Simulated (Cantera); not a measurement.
Feed: 1 mol TEOS, 0.59 mol H2O, 0.47 mol H2, 9.1 mol O2, equilibrated at 0.000560 bar.

These are equilibrium values from Cantera (NASA tables, ideal gas, pure condensed phases), not measurements of a reactor. Candidate condensed phases: C, C6H6, C7H8, C8H18, H2O, Si, SiC, SiO2; 123 gas species. The feed counts by its element totals alone. The tables hold silica as quartz up to 1696 K and as liquid above; real silica turns to tridymite and cristobalite and melts near 1996 K. Rates play no part. All values below are at 1750 K.

Base state: H2O 0.456, CO2 0.213, CO 0.205, H2 0.121, H 0.00342, OH 0.000754, SiO 0.000381, O2 2.81e-5 (mole fractions); condensed: SiO2(condensed).

Question: What changes in the equilibrium state with this change: O2 from 9.1 to 0.25 mol?

Answer: 
```csv
species,before,after
H2,0.121,0.678
CO,0.205,0.312
H,0.00342,0.00809
H2O,0.456,4.36e-8
CO2,0.213,5.56e-9
SiO,0.000381,0.00150
OH,0.000754,<1e-9
C2H2 (acetylene),<1e-9,7.79e-5
"SiO2(condensed), mol",0.993,0
"C(graphite), mol",0,1.96
"SiC(s), mol",0,0.975
```
